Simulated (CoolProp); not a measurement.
n-octane at 499 K and 0.474 MPa is throttled through a valve to 0.019 MPa with no heat exchange. Each further row changes one setting.

Values from CoolProp's reference Helmholtz-energy equation of state, Beckmüller 2019.

| case | temperature change (K) | final density (kg/m³) |
|---|---|---|
| as stated | -6.2 | 0.532 |
| outlet pressure 0.0057 MPa | -6.3 | 0.159 |
| outlet pressure 0.0247 MPa | -6.1 | 0.693 |
